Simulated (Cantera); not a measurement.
A perfectly stirred reactor is fed with N₂O : H₂ : N₂ = 1 : 0.0071 : 1 (molar parts), at 900 Torr; it is held at 1173 K, and followed from long to short residence time.

Detailed kinetics in Cantera: GRI-Mech 3.0 (53 species, 325 reactions). GRI-Mech 3.0 was tuned for natural gas; its chemistry of N2O as a main component is partial and can be far from experiment. The mechanism lacks the step 2 NO + O2 → 2 NO2, which can matter for NO2 below about 1400 K. The temperature is held fixed by assumption; the heat of reaction is taken as removed at once.

```csv
quantity,before,after
x(N₂O) at τ = 1.00 s,0.337,0.489
x(H₂) at τ = 1.00 s,2.56e-5,0.000551
x(O) at τ = 1.00 s,8.60e-7,1.15e-6
x(N₂) at τ = 1.00 s,0.592,0.505
x(NO) at τ = 1.00 s,0.00985,0.000411
x(N₂O) at τ = 34.0 ms,0.487,0.498
x(H₂) at τ = 34.0 ms,0.000416,0.00301
x(O) at τ = 34.0 ms,1.07e-6,9.85e-7
x(N₂) at τ = 34.0 ms,0.506,0.499
x(NO) at τ = 34.0 ms,0.000575,1.88e-5
```

Task: What was changed between the two runs?
(A) pressure from 900 Torr to 240 Torr
(B) pressure from 900 Torr to 20.0 Torr
(C) temperature 1173 to 1600 K
(D) temperature 1173 to 1000 K

Result: B, pressure from 900 Torr to 20.0 Torr
